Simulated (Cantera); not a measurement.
Gas mixture: 45.3 % N2, 54.7 % NO, at 0.0444 atm, frozen composition.

Cantera's kinetic-theory transport with the Lennard-Jones parameters of GRI-Mech 3.0, ideal gas; thermal conductivity in the multicomponent form. The composition is frozen, though it would react at the higher temperatures.

D: mixture-averaged diffusion coefficient of that species in the mixture.

```
T (K)  ρ (kg/m³)  cp (J/kg/K)  μ (µPa s)  λ (mW/m/K)     Pr  D (cm²/s) H2  D (cm²/s) CH3  D (cm²/s) C2H2
-----  ---------  -----------  ---------  ----------  -----  ------------  -------------  --------------
400       0.0394         1019       22.8        32.7  0.710          28.5           8.39             ___
550       0.0286         1044       28.4        41.9  0.708          48.7           14.5             ___
700       0.0225         1080       33.4        51.1  0.707          72.8           21.9             ___
850       0.0185         1117       38.0        60.1  0.707           100           30.4             ___
1000      0.0158         1149       42.3        68.8  0.707           132           40.0             ___
1150      0.0137         1172       46.3        76.8  0.707           166           50.5             ___
1300      0.0121         1191       50.2        84.6  0.706           203           61.9             ___
1450      0.0109         1208       53.9        92.1  0.706           243           74.3             ___
```

Some entries are withheld; supply them.


- 400, D (cm²/s) C2H2: 6.26
- 550, D (cm²/s) C2H2: 11.0
- 700, D (cm²/s) C2H2: 16.6
- 850, D (cm²/s) C2H2: 23.1
- 1000, D (cm²/s) C2H2: 30.3
- 1150, D (cm²/s) C2H2: 38.4
- 1300, D (cm²/s) C2H2: 47.1
- 1450, D (cm²/s) C2H2: 56.5
